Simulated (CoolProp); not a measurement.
CH3F (R41) along the isotherm 61.75 °C: Z from the reference equation and from simpler models built on Tc = 44.1 °C, pc = 5.906 MPa, ω = 0.200; each cubic takes its own stable root.

Values from CoolProp's reference Helmholtz-energy equation of state, Lemmon 2006. It is a short technical equation, of lower accuracy than the large ones.

```tsv
p (MPa)	phase	reference	Redlich-Kwong	Peng-Robinson
1.85	gas	0.8918	0.9034	0.8948
3.69	gas	0.7709	0.7927	0.7781
5.54	gas	0.6257	0.6544	0.6399
7.38	supercritical	0.4300	0.4522	0.4621
9.23	supercritical	0.2838	0.3582	0.3519
11.1	supercritical	0.2878	0.3737	0.3544
12.9	supercritical	0.3104	0.4019	0.3759
14.8	supercritical	0.3385	0.4355	0.4040
```
